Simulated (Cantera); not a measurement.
**Fluorocarbon and chlorocarbon gases: c-C4F8 + Si**

A closed system holds: 1 mol c-C4F8, 0.58 mol Si, held at 1850 °C.

These are equilibrium values from Cantera (NASA tables, ideal gas, pure condensed phases), not measurements of a reactor. Candidate condensed phases: C, Si, SiC; 23 gas species. The feed counts by its element totals alone. The tables' values for SiF3, SiF2, C2F4 are old estimates; treat these amounts as uncertain. Gases not in the tables: C2F6 and larger saturated fluorocarbons. Equilibrium is a limit: real reactors are often held back by kinetics, nucleation or transport.

From 1.00e-5 bar to 1.00 bar the condensed part is C(graphite). The main Si-bearing gas is SiF4 throughout.

```tsv
P (Pa)	x F	x CF4	x CF2	x SiF4	x CF3	x CF	n C(graphite)
1	0.879	4.42e-6	0.0193	0.0915	1.09e-5	0.00722	3.84
3.60	0.832	0.000165	0.0623	0.0976	0.000120	0.00683	3.59
13	0.714	0.00422	0.166	0.109	0.000985	0.00586	3.06
46	0.510	0.0486	0.298	0.134	0.00448	0.00418	2.47
170	0.275	0.209	0.322	0.182	0.00965	0.00226	2.27
600	0.126	0.398	0.237	0.227	0.0114	0.00103	2.35
2200	0.0511	0.537	0.144	0.257	0.0103	0.000420	2.44
7700	0.0207	0.616	0.0821	0.273	0.00838	0.000170	2.50
28000	0.00798	0.660	0.0446	0.281	0.00639	6.55e-5	2.53
100000	0.00310	0.683	0.0240	0.285	0.00477	2.54e-5	2.55
```
x: gas mole fraction; n: condensed amount in mol.
